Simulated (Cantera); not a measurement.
An adiabatic, constant-pressure homogeneous reactor starts with C₃H₈ : O₂ : N₂ = 1 : 13.5 : 123 (molar parts), at 1125 K and 1.01 bar. Integrator tolerance rtol = 1e-08.

Computed with Cantera and GRI-Mech 3.0 (53 species, 325 reactions). GRI-Mech 3.0 was tuned for natural gas; its chemistry of propane as a main component is partial and can be far from experiment.

```
quantity                                                            before                                    after
---------------------------------  ---------------------------------------  ---------------------------------------
time of steepest temperature rise                                  44.6 ms                                  28.4 ms
temperature at 1.00 s                                               1545 K                                   1546 K
equilibrium temperature                                             1543 K                                   1543 K
x(C₃H₈) at 1.00 s                    <1e-12 (gas-phase equilibrium <1e-12)    <1e-12 (gas-phase equilibrium <1e-12)
x(O₂) at 1.00 s                      0.0614 (gas-phase equilibrium 0.0609)    0.0614 (gas-phase equilibrium 0.0609)
x(O) at 1.00 s                     1.83e-6 (gas-phase equilibrium 1.77e-6)  1.21e-6 (gas-phase equilibrium 1.18e-6)
x(CH₂O) at 1.00 s                    <1e-12 (gas-phase equilibrium <1e-12)    <1e-12 (gas-phase equilibrium <1e-12)
x(HCN) at 1.00 s                     <1e-12 (gas-phase equilibrium <1e-12)    <1e-12 (gas-phase equilibrium <1e-12)
```

Problem. What was changed between the two runs?
A) C3H8 1 to 1.3 parts
B) pressure from 1.01 bar to 2.30 bar
C) constant volume in place of constant pressure
D) initial temperature 1125 to 1650 K

Solution. B, pressure from 1.01 bar to 2.30 bar
